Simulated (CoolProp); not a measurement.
Vapour-liquid equilibrium of methanol (1) + toluene (2) at 140.15 °C; x and y are mole fractions of (1).

Model: multi-fluid Helmholtz-energy mixture model, de Reuck 1993 and Lemmon 2006; pair parameters Bell 2016, in CoolProp.

Q: Give the bubble pressure and the first vapour's composition at x = 0.05, 0.8, 0.95. Is there an azeotrope?

A: x = 0.05: 0.3950 MPa, y = 0.437; x = 0.8: 1.010 MPa, y = 0.878; x = 0.95: 1.075 MPa, y = 0.965. No azeotrope shows between x = 0.05 and 0.95.

Pair parameters are fitted to limited data, so mixtures are less certain than the pure fluids. With so large a gap from Raoult's law the liquid may split in two, which this calculation doesn't test in full.
